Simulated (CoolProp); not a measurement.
Aqueous ethylene glycol as a coolant, 43 % by mass, freezing at -27.1 °C, 1 atm.

Values from CoolProp's Melinder's fits for secondary coolants.

```tsv
T (°C)	cp (kJ/(kg K))	conductivity (W/(m K))	viscosity (mPa s)	Prandtl number
-20.7	3.264	0.385	17.5	148
-10.6	3.314	0.392	10.3	87.2
-0.5	3.363	0.399	6.51	54.8
9.6	3.410	0.407	4.36	36.6
19.7	3.456	0.414	3.08	25.7
29.8	3.500	0.421	2.29	19.0
39.9	3.542	0.428	1.77	14.6
```
